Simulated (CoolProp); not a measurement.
Vapour-liquid equilibrium of R113 (1) + acetone (2) at 1850 kPa; x and y are mole fractions of (1).

Model: multi-fluid Helmholtz-energy mixture model, Marx 1992 and Lemmon 2006; pair parameters Bell 2016, in CoolProp.

```
x      bubble temperature (°C)  y at the bubble point  dew temperature at overall composition x (°C)  liquid density (mol/L)
-----  -----------------------  ---------------------  ---------------------------------------------  ----------------------
0.05                     174.1                  0.069                                          174.7                   9.547
0.125                    171.7                  0.162                                          172.6                   9.136
0.2                      169.8                  0.244                                          170.8                   8.746
0.275                    168.3                  0.318                                          169.1                   8.378
0.35                     167.2                  0.385                                          167.8                   8.032
0.425                    166.5                  0.448                                          166.8                   7.709
0.5                      166.2                  0.509                                          166.2                   7.408
0.575                    166.1                  0.570                                          166.1                   7.129
0.65                     166.4                  0.632                                          166.6                   6.869
0.725                    167.1                  0.696                                          167.5                   6.628
0.8                      168.2                  0.766                                          168.9                   6.403
0.875                    169.9                  0.844                                          170.7                   6.189
0.95                     172.3                  0.933                                          172.8                   5.982
```

y crosses x between x = 0.5 and 0.575: the model has an azeotrope there.

The pair parameters rest on a limited set of measurements; away from them the model extrapolates.
